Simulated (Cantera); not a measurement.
A diamond (100) surface in a fixed gas of H2 with x(CH4) = 0.015, x(H) = 0.0066, x(CH3) = 0.001, at 1300 K; coverages are run to steady state.

Cantera simulation using the Harris–Goodwin 1993 mechanism for the reconstructed diamond (100) surface; the numbers are that mechanism's predictions, not measurements.

One state of this run: growth (µm/h) = 2.56; θ c6HH = 0.383; θ c6H* = 0.0489; θ c6*H = 0.522; θ c6** = 0.0424; θ c6HM = 0.000747. θ: site fractions in the mechanism's names (c6HH fully hydrogenated, c6H* and c6*H radical sites, c6** diradical, c6HM methylated).

Problem. Which value of P (Pa) does it belong to?
A) 34000
B) 4400
C) 1600
D) 950

Solution. C, 1600
